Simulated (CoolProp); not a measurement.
Vapour-liquid equilibrium of p-xylene (1) + n-nonane (2) at 2.49 bar; x and y are mole fractions of (1).

The numbers come from the multi-fluid Helmholtz-energy mixture model, Zhou 2012 and Lemmon 2006; pair parameters Bell 2016 in CoolProp.

Task: Give the bubble temperature and the first vapour's composition at x = 0.05, 0.5, 0.8. Is there an azeotrope?

Result: x = 0.05: 460.6 K, y = 0.065; x = 0.5: 454.4 K, y = 0.560; x = 0.8: 450.9 K, y = 0.835. No azeotrope shows between x = 0.05 and 0.95.

Pair parameters are fitted to limited data, so mixtures are less certain than the pure fluids.
